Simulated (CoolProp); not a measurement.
Saturation properties of CH3F (R41) (Tc = 317.3 K, pc = 5.906 MPa, ω = 0.200).

The numbers come from the reference Helmholtz-energy equation of state, Lemmon 2006 in CoolProp. It is a short technical equation, of lower accuracy than the large ones.

```csv
T (K),p (MPa),liquid density (kg/m³),vapour density (kg/m³),enthalpy of vaporisation (kJ/kg),surface tension (mN/m)
155.7,0.006312,958.3,0.1672,537.1,21.8
169.6,0.02000,931.7,0.4904,520.4,19.5
183.4,0.05176,904.5,1.189,503.0,17.3
197.3,0.1161,875.9,2.526,484.2,15.1
211.1,0.2305,846.1,4.809,463.8,13.0
225,0.4191,814.1,8.496,441.1,10.9
238.8,0.7051,780.0,14.09,415.7,8.91
252.7,1.122,742.5,22.46,386.3,6.99
266.5,1.696,700.9,34.70,352.0,5.19
280.4,2.473,652.6,53.18,310.1,3.49
```

It boils at 194.8 K under 1 atm.

Surface tension comes from a separate correlation (Mulero 2012).
